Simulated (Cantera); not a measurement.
A closed system holds: 1 mol Si, 3.3 mol HBr, 1.3 mol H2, 2 mol Br2, held at 0.00900 Torr.

These are equilibrium values from Cantera (NASA tables, ideal gas, pure condensed phases), not measurements of a reactor. Candidate condensed phases: Br2, Si; 19 gas species. The tables' values for SiBr3, SiBr are old estimates; treat these amounts as uncertain. The numbers say what is thermodynamically allowed, not how fast it happens.

x: gas mole fraction; nothing condenses.

```csv
T (K),x HBr,x Br,x H2,x SiBr4,x SiBr2
450,0.589,<1e-12,0.232,0.179,<1e-12
550,0.589,4.89e-10,0.232,0.179,<1e-12
650,0.589,?,0.232,0.179,?
750,0.589,3.14e-6,0.232,0.179,3.68e-7
850,0.589,5.43e-5,0.232,0.178,7.49e-5
950,0.596,0.000533,0.226,0.172,0.00446
1050,0.660,0.00428,0.167,0.112,0.0508
1150,0.720,?,0.0968,?,?
1250,0.666,0.0938,0.0954,0.00343,0.139
1350,0.537,0.189,0.136,0.000217,0.136
1450,0.385,0.298,0.187,1.43e-5,0.128
```

Problem. Complete the blanks.

Solution. 
- 1150, x Br: 0.0281
- 1150, x SiBr4: 0.0331
- 1150, x SiBr2: 0.115
- 650, x Br: 7.62e-8
- 650, x SiBr2: 3.37e-10
